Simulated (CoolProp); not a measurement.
Ethylbenzene at several states: Z from the reference equation and from simpler models built on Tc = 617.1 K, pc = 36.22 bar, ω = 0.304; each cubic takes its own stable root.

Computed with CoolProp (reference Helmholtz-energy equation of state, Zhou 2012).

| T (K) | p (bar) | phase | reference | van der Waals | Redlich-Kwong | Soave-Redlich-Kwong | Peng-Robinson |
|---|---|---|---|---|---|---|---|
| 483.1 | 58 | liquid | 0.2204 | 0.3618 | 0.2597 | 0.2490 | 0.2204 |
| 307.8 | 22 | liquid | 0.1066 | 0.1840 | 0.1245 | 0.1214 | 0.1080 |
| 279.5 | 1.09 | liquid | 0.005666 | 0.009879 | 0.006638 | 0.006498 | 0.005786 |
| 472.6 | 123 | liquid | 0.4611 | 0.7356 | 0.5306 | 0.5141 | 0.4567 |
| 486.3 | 0.352 | gas | 0.9921 | 0.9949 | 0.9935 | 0.9928 | 0.9924 |
| 584.3 | 1.97 | gas | 0.9763 | 0.9813 | 0.9780 | 0.9774 | 0.9752 |
